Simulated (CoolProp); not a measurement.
Vapour-liquid equilibrium of carbon dioxide (1) + R143a (2) at 1240 kPa; x and y are mole fractions of (1).

The numbers come from the multi-fluid Helmholtz-energy mixture model, Span 1996 and Lemmon and Jacobsen 2000; pair parameters Bell 2016 in CoolProp.

```json
[
 {"x": "0.05", "bubble temperature, mixture model (°C)": "…", "bubble temperature, Raoult's law (°C)": "17.2", "y, mixture model": "0.139", "y, Raoult's law": "0.216"},
 {"x": "0.2", "bubble temperature, mixture model (°C)": "…", "bubble temperature, Raoult's law (°C)": "1.4", "y, mixture model": "0.497", "y, Raoult's law": "0.583"},
 {"x": "0.35", "bubble temperature, mixture model (°C)": "-8.8", "bubble temperature, Raoult's law (°C)": "-9.4", "y, mixture model": "…", "y, Raoult's law": "0.760"},
 {"x": "0.5", "bubble temperature, mixture model (°C)": "-18.0", "bubble temperature, Raoult's law (°C)": "-17.4", "y, mixture model": "…", "y, Raoult's law": "0.860"},
 {"x": "0.65", "bubble temperature, mixture model (°C)": "…", "bubble temperature, Raoult's law (°C)": "-23.6", "y, mixture model": "0.899", "y, Raoult's law": "0.922"},
 {"x": "0.8", "bubble temperature, mixture model (°C)": "-29.0", "bubble temperature, Raoult's law (°C)": "-28.7", "y, mixture model": "0.946", "y, Raoult's law": "0.963"},
 {"x": "0.95", "bubble temperature, mixture model (°C)": "-32.9", "bubble temperature, Raoult's law (°C)": "-32.9", "y, mixture model": "…", "y, Raoult's law": "0.992"}
]
```

### Question
Fill in the missing entries.

### Answer

- 0.05, bubble temperature, mixture model (°C): 19.3
- 0.2, bubble temperature, mixture model (°C): 3.9
- 0.35, y, mixture model: 0.715
- 0.5, y, mixture model: 0.832
- 0.65, bubble temperature, mixture model (°C): -24.3
- 0.95, y, mixture model: 0.986

The largest gap from Raoult's law is +2.5 K in bubble temperature, at x = 0.2. No azeotrope shows between x = 0.05 and 0.95.

Pair parameters are fitted to limited data, so mixtures are less certain than the pure fluids. The gap from Raoult's law changes sign with composition, which may be real or a fault of the pair parameters; it wasn't checked against measurements.
